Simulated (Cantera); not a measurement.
Charge: 1 mol Si, 6.5 mol HF, 2.6 mol SF6, equilibrated at 1598.15 K and 13000 Pa.

Equilibrium computed with Cantera from the NASA thermochemical tables; the gas is ideal and each condensed phase is pure. Candidate condensed phases: S, Si; 39 gas species. The tables' values for SF3, SF5 are old estimates; treat these amounts as uncertain. Rates play no part.

Task: What is the equilibrium state?

Result: 
```json
{
 "x(HF)": "0.587",
 "x(SF4)": "0.210",
 "x(SiF4)": "0.0903",
 "x(F)": "0.0884",
 "x(SF6)": "0.0150",
 "x(SF3)": "0.00706",
 "x(SF2)": "0.00176",
 "x(SF5)": "0.000385",
 "x(F2)": "5.99e-5",
 "gas_amount": "11.08 mol",
 "log10 activity of S(l) (absent)": "-8.52",
 "log10 activity of Si(s) (absent)": "-36.99"
}
```
